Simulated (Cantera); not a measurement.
A closed system holds: 1 mol HMDSO, 0.096 mol O2, equilibrated at 1125 K and 24.0 mbar.

Method: chemical equilibrium by Gibbs-energy minimisation in Cantera with the NASA 1993 tables (ideal gas, pure condensed phases). The feed counts by its element totals alone. Mutual solubility and eutectic melting of coexisting phases are not modelled. Rates play no part.

```tsv
species	before	after
H2	0.999	0.996
CO	0.000301	0.00402
CH4	0.000691	0.000317
C(graphite), mol	4.59	4.54
SiC(s), mol	1.41	1.42
SiO2(β-quartz), mol	0.595	0.578
```
Gas species are given as mole fractions.

Q: Name the change that produced these shifts.
(A) temperature from 1125 K to 1875 K
(B) temperature from 1125 K to 1023 K
(C) temperature from 1125 K to 1223.15 K
(D) temperature from 1125 K to 1648.15 K

A: C, temperature from 1125 K to 1223.15 K. The tables hold silica as quartz up to 1696 K and as liquid above; real silica turns to tridymite and cristobalite and melts near 1996 K
